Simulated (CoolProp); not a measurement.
Vapour-liquid equilibrium of n-pentane (1) + acetone (2) at 412.9 K; x and y are mole fractions of (1).

Computed with CoolProp (multi-fluid Helmholtz-energy mixture model, Thol 2019 and Lemmon 2006; pair parameters Bell 2016).

```
x      bubble pressure, mixture model (bar)  bubble pressure, Raoult's law (bar)  y, mixture model  y, Raoult's law
-----  ------------------------------------  -----------------------------------  ----------------  ---------------
0.05                                  10.36                                9.491             0.124            0.070
0.125                                 11.65                                9.788             0.254            0.169
0.2                                   12.63                                10.09             0.345            0.263
0.275                                 13.38                                10.38             0.414            0.351
0.35                                  13.96                                10.68             0.470            0.434
0.425                                 14.38                                10.98             0.520            0.513
0.5                                   14.69                                11.27             0.566            0.588
0.575                                 14.90                                11.57             0.611            0.659
0.65                                  14.99                                11.87             0.658            0.726
0.725                                 14.96                                12.17             0.709            0.790
0.8                                   14.79                                12.46             0.767            0.851
0.875                                 14.43                                12.76             0.837            0.909
0.95                                  13.83                                13.06             0.925            0.964
```

The largest gap from Raoult's law is +31.0 % in bubble pressure, at x = 0.425. y crosses x between x = 0.65 and 0.725: the model has an azeotrope there.

The pair parameters rest on a limited set of measurements; away from them the model extrapolates.
